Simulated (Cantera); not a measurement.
**CCl₄ + H₂ (fluorocarbon and chlorocarbon gases)**

Feed: 1 mol CCl₄, 1.4 mol H₂, at 2548 K and 37.5 Torr.

These are equilibrium values from Cantera (NASA tables, ideal gas, pure condensed phases), not measurements of a reactor. Candidate condensed phases: C, C₆H₆, C₇H₈, C₈H₁₈; 91 gas species. The numbers say what is thermodynamically allowed, not how fast it happens.

```yaml
x(HCl): 0.592
x(Cl): 0.359
x(H₂): 0.0257
x(H): 0.0222
x(Cl₂): 0.000437
x(C₂H₂ (acetylene)): 0.000340
x(C₂HCl): 9.66e-5
x(C₂H): 2.32e-5
x(C₃): 2.07e-5
n(C(graphite)): 0.996 mol
gas_amount: 4.201 mol
```
